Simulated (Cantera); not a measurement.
Charge: 1 mol SiO2, 4.7 mol CH4, 0.41 mol N2, at 0.000110 bar.

These are equilibrium values from Cantera (NASA tables, ideal gas, pure condensed phases), not measurements of a reactor. Candidate condensed phases: C, C6H6, C7H8, C8H18, H2O, Si, SiC, SiO2, Si2N2O, Si3N4; 151 gas species. Equilibrium is a limit: real reactors are often held back by kinetics, nucleation or transport.

Question: Which condensed phases are stable at each of these points (T (K)): 1298, 1398, 1498, 1598, 1698, 1798, 1898, 1998, 2098, 2198, 2298, 2398, 2498?

Answer: 
| T (K) | condensed phases | Si condensed (%) |
|---|---|---|
| 1298 | C(graphite) + SiC(s) | 99.9 |
| 1398 | C(graphite) + SiC(s) | 99.8 |
| 1498 | C(graphite) + SiC(s) | 99.6 |
| 1598 | C(graphite) + SiC(s) | 99.4 |
| 1698 | C(graphite) + SiC(s) | 99.1 |
| 1798 | C(graphite) + SiC(s) | 98.1 |
| 1898 | C(graphite) + SiC(s) | 93.2 |
| 1998 | C(graphite) + SiC(s) | 68.2 |
| 2098 | C(graphite) | 0.0 |
| 2198 | C(graphite) | 0.0 |
| 2298 | C(graphite) | 0.0 |
| 2398 | C(graphite) | 0.0 |
| 2498 | C(graphite) | 0.0 |

From 1298 K to 1998 K the condensed part is C(graphite) + SiC(s). From 2098 K to 2498 K the condensed part is C(graphite).
